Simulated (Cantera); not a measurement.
# Stirred combustor or abatement burner

A perfectly stirred reactor is fed with C2H4 : O2 : N2 : CO2 = 1 : 1.76 : 6.64 : 0.41 (molar parts), at 4.05 atm; it is adiabatic with a 800 K inlet, and is followed from long to short residence time, starting on the burning branch (τ in s: 0.4, 0.12, 0.035, 0.01, 0.003, 0.00089, 0.00026, 7.7e-05, 2.3e-05).

Cantera simulation using GRI-Mech 3.0 (53 species, 325 reactions); the numbers are that mechanism's predictions, not measurements. GRI-Mech 3.0 was tuned for natural gas; its chemistry of ethylene as a main component is partial and can be far from experiment.

```tsv
τ (s)	T (K)	x C2H4	x O2	x CO2	x CH2O	x CH2CO	x CH4
0.40	2344	2.01e-7	1.03e-5	0.0552	7.76e-8	8.37e-8	2.35e-6
0.12	2343	6.34e-7	1.80e-5	0.0552	2.05e-7	2.63e-7	6.66e-6
0.035	2340	1.93e-6	4.01e-5	0.0552	5.63e-7	7.83e-7	1.60e-5
0.010	2334	5.50e-6	9.85e-5	0.0554	1.46e-6	2.12e-6	3.09e-5
0.0030	2326	1.42e-5	0.000234	0.0556	3.39e-6	4.95e-6	4.83e-5
0.00089	2312	3.64e-5	0.000559	0.0558	7.62e-6	1.09e-5	7.11e-5
0.00026	2291	0.000100	0.00140	0.0562	1.76e-5	2.54e-5	0.000113
7.7e-5	2257	0.000305	0.00369	0.0565	4.23e-5	6.59e-5	0.000205
2.3e-5	2175	0.00111	0.0107	0.0556	0.000107	0.000215	0.000431
```
x: mole fraction; the columns are a selection and need not sum to one.
